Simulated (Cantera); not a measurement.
Input (Python, Cantera):

```python
import numpy as np
import cantera as ct

gas = ct.Solution("gri30.yaml")
gas.TPX = 700, 44000, {'CH4': 1, 'C2H6': 0.58, 'O2': 5.6, 'N2': 18.5}
flame = ct.FreeFlame(gas, width=0.071)
flame.set_refine_criteria(ratio=3, slope=0.08, curve=0.16)
flame.transport_model = "unity-Lewis-number"
flame.solve(loglevel=0, auto=True)
z, T = flame.grid, flame.T
thick = (T[-1] - T[0]) / np.gradient(T, z).max()
show = ['CH4', 'C2H6', 'O2', 'N2O', 'NO', 'CH2CO']
print(f"laminar burning velocity  {flame.velocity[0] * 100:.3f} cm/s")
print(f"burnt temperature         {T[-1]:.1f} K")
print(f"thermal thickness         {thick * 1e3:.4f} mm")
print(f"grid points               {len(z)}")
z0 = z[flame.heat_release_rate.argmax()]
print(f"{'z/mm':>9s}{'T/K':>9s}{'u/(m/s)':>9s}" + "".join(f"{s:>11s}" for s in show))
rows = []
for k in (-3, -2, -1.5, -1, -0.5, -0.25, 0, 0.25, 0.5, 1, 2, 4, 8):
    zz = z0 + k * thick
    rows.append([k * thick, np.interp(zz, z, T), np.interp(zz, z, flame.velocity),
                 *(np.interp(zz, z, flame.X[gas.species_index(s)]) for s in show)])
    print(f"{rows[-1][0] * 1e3:9.3f}{rows[-1][1]:9.1f}{rows[-1][2]:9.3f}" + "".join(f"{x:11.3e}" for x in rows[-1][3:]))
```

Output:

```
laminar burning velocity  148.550 cm/s
burnt temperature         2257.4 K
thermal thickness         0.6631 mm
grid points               143
     z/mm      T/K  u/(m/s)        CH4       C2H6         O2        N2O         NO      CH2CO
   -1.989    700.3    1.486  3.893e-02  2.258e-02  2.180e-01  1.176e-11  6.551e-10  1.382e-07
   -1.326    702.7    1.491  3.885e-02  2.251e-02  2.178e-01  1.034e-10  5.808e-09  1.215e-06
   -0.995    710.6    1.509  3.859e-02  2.231e-02  2.169e-01  4.004e-10  2.300e-08  4.706e-06
   -0.663    754.1    1.604  3.714e-02  2.116e-02  2.122e-01  2.050e-09  1.287e-07  2.411e-05
   -0.332   1010.4    2.173  2.834e-02  1.439e-02  1.838e-01  1.218e-08  9.856e-07  1.447e-04
   -0.166   1330.2    2.903  1.691e-02  6.347e-03  1.470e-01  2.606e-08  2.313e-06  2.993e-04
    0.000   1684.2    3.738  4.246e-03  4.714e-04  1.028e-01  4.779e-08  4.384e-06  2.941e-04
    0.166   1817.8    4.050  2.997e-04  2.252e-06  8.002e-02  7.352e-08  6.738e-06  6.047e-05
    0.332   1855.5    4.127  1.147e-05  3.196e-09  7.328e-02  8.983e-08  8.670e-06  4.643e-06
    0.663   1905.9    4.225  3.566e-08  1.716e-13  6.891e-02  9.838e-08  1.198e-05  3.266e-08
    1.326   1975.4    4.356  3.480e-12  1.357e-19  6.626e-02  1.062e-07  1.812e-05  1.081e-11
    2.652   2059.2    4.512  2.943e-18  1.910e-28  6.458e-02  1.255e-07  2.983e-05  1.320e-17
    5.305   2140.7    4.661  7.519e-19  2.677e-31  6.302e-02  1.575e-07  5.294e-05  5.299e-21
```

Model: GRI-Mech 3.0 (53 species, 325 reactions), integrated in Cantera. Unity Lewis numbers drop preferential diffusion, which matters most where H2 and H carry the flame. Burning velocities carry a grid error of a few per cent, more on coarse grids.
